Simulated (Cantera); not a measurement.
Feed: 1 mol MgO, 0.38 mol SO₃, 0.16 mol O₂, equilibrated at 75.0 Torr.

These are equilibrium values from Cantera (NASA tables, ideal gas, pure condensed phases), not measurements of a reactor. Candidate condensed phases: Mg, MgO, MgS, MgSO₄, S; 14 gas species. Kinetics and transport are ignored.

Task: At 1077 °C, list the 3 most abundant gas species with their mole fractions, and the condensed phases.

Result: SO₂ 0.513, O₂ 0.477, SO₃ 0.00984. Condensed: MgO(s).
